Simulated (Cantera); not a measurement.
A perfectly stirred reactor is fed with NH3 : N2 = 1 : 0.18 (molar parts), at 188 Torr; it is held at 2250 K, and followed from long to short residence time.

Model: the gas-phase N/H chemistry of the illustrative SiF4/NH3 mechanism in the Surface Chemkin manual (1991), integrated in Cantera. Walls and surfaces, which speed up NH3 decomposition in real reactors, are not modelled.

Task: What does this change do: temperature 2250 to 1975 K?

Result: 
```csv
quantity,before,after
x(NH3) at τ = 15.0 s,0.000266,0.00769
x(N2H4) at τ = 15.0 s,3.98e-12,2.73e-10
x(H2) at τ = 15.0 s,0.678,0.681
x(N) at τ = 15.0 s,5.30e-6,6.76e-7
x(H) at τ = 15.0 s,0.0118,0.00135
x(NH3) at τ = 0.100 s,0.0677,0.470
x(N2H4) at τ = 0.100 s,6.87e-9,6.92e-8
x(H2) at τ = 0.100 s,0.631,0.306
x(N) at τ = 0.100 s,5.39e-6,5.43e-7
x(H) at τ = 0.100 s,0.00179,0.000158
```

Task: What does this change do: pressure from 188 Torr to 20.0 Torr?

Result: 
| quantity | before | after |
|---|---|---|
| x(NH3) at τ = 15.0 s | 0.000266 | 0.000445 |
| x(N2H4) at τ = 15.0 s | 3.98e-12 | 2.25e-12 |
| x(H2) at τ = 15.0 s | 0.678 | 0.674 |
| x(N) at τ = 15.0 s | 5.30e-6 | 2.32e-5 |
| x(H) at τ = 15.0 s | 0.0118 | 0.0162 |
| x(NH3) at τ = 0.100 s | 0.0677 | 0.335 |
| x(N2H4) at τ = 0.100 s | 6.87e-9 | 7.69e-9 |
| x(H2) at τ = 0.100 s | 0.631 | 0.414 |
| x(N) at τ = 0.100 s | 5.39e-6 | 5.79e-6 |
| x(H) at τ = 0.100 s | 0.00179 | 0.000771 |

Task: What does this change do: pressure from 188 Torr to 750 Torr?

Result: 
| quantity | before | after |
|---|---|---|
| x(NH3) at τ = 15.0 s | 0.000266 | 0.000433 |
| x(N2H4) at τ = 15.0 s | 3.98e-12 | 1.13e-11 |
| x(H2) at τ = 15.0 s | 0.678 | 0.683 |
| x(N) at τ = 15.0 s | 5.30e-6 | 1.19e-6 |
| x(H) at τ = 15.0 s | 0.0118 | 0.00612 |
| x(NH3) at τ = 0.100 s | 0.0677 | 0.0186 |
| x(N2H4) at τ = 0.100 s | 6.87e-9 | 4.58e-9 |
| x(H2) at τ = 0.100 s | 0.631 | 0.670 |
| x(N) at τ = 0.100 s | 5.39e-6 | 5.07e-6 |
| x(H) at τ = 0.100 s | 0.00179 | 0.00281 |
